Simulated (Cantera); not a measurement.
Feed: 1 mol FeCl₃, 210 mol H₂, held at 1250 °C and 10.0 Torr.

Cantera equilibrium calculation (NASA polynomials, part measured and part estimated; ideal gas, pure solids and liquids). Candidate condensed phases: Fe, FeCl₂, FeCl₃; 11 gas species. Kinetics and transport are ignored.

Base state: H₂ 0.986, HCl 0.0139, H 0.000199, FeCl₂ 0.000153, Fe 1.82e-5 (mole fractions); condensed: Fe(γ).

**Question.** What changes in the equilibrium state with this change: H₂ from 210 to 0.11 mol?

**Answer.** 
```csv
species,before,after
FeCl₂,0.000153,0.523
Cl,2.24e-6,0.189
HCl,0.0139,0.128
H₂,0.986,1.17e-8
Cl₂,<1e-9,0.103
FeCl₃,<1e-9,0.0573
Fe₂Cl₄,<1e-9,0.000121
Fe,1.82e-5,<1e-9
H,0.000199,2.17e-8
"Fe(γ), mol",0.964,0
```

**Question.** What changes in the equilibrium state with this change: H₂ from 210 to 1.2 mol?

**Answer.** 
| species | before | after |
|---|---|---|
| HCl | 0.0139 | 0.370 |
| FeCl₂ | 0.000153 | 0.370 |
| H₂ | 0.986 | 0.259 |
| Fe₂Cl₄ | <1e-9 | 6.08e-5 |
| FeCl₃ | <1e-9 | 2.50e-5 |
| Cl | 2.24e-6 | 0.000117 |
| H | 0.000199 | 0.000102 |
| Fe(γ), mol | 0.964 | 0 |

**Question.** What changes in the equilibrium state with this change: FeCl₃ replaced by KCl?

**Answer.** 
| species | before | after |
|---|---|---|
| H₂ | 0.986 | 0.995 |
| KCl | 0 | 0.00419 |
| HCl | 0.0139 | 0.000550 |
| FeCl₂ | 0.000153 | 0 |
| K | 0 | 0.000550 |
| Fe | 1.82e-5 | 0 |
| Fe(γ), mol | 0.964 | 0 |
Further candidate phases: K, KCl.
